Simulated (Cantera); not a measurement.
Input: 1 mol FeS, 0.84 mol H₂S, 1.1 mol N₂, 0.081 mol SO₃, held at 1798 K.

Equilibrium computed with Cantera from the NASA thermochemical tables; the gas is ideal and each condensed phase is pure. Candidate condensed phases: Fe, FeO, Fe(OH)₂, Fe(OH)₃, FeS, FeSO₄, FeS₂, Fe₂O₃, Fe₂(SO₄)₃, Fe₃O₄, H₂O, H₂SO₄, S; 38 gas species. FeS: taken at fixed stoichiometry. Rates play no part.

**Question.** At 3.70 bar, list the 4 most abundant gas species with their mole fractions, and the condensed phases.

**Answer.** N₂ 0.484, H₂ 0.148, S₂ 0.140, H₂S 0.116. Condensed: FeS(l).
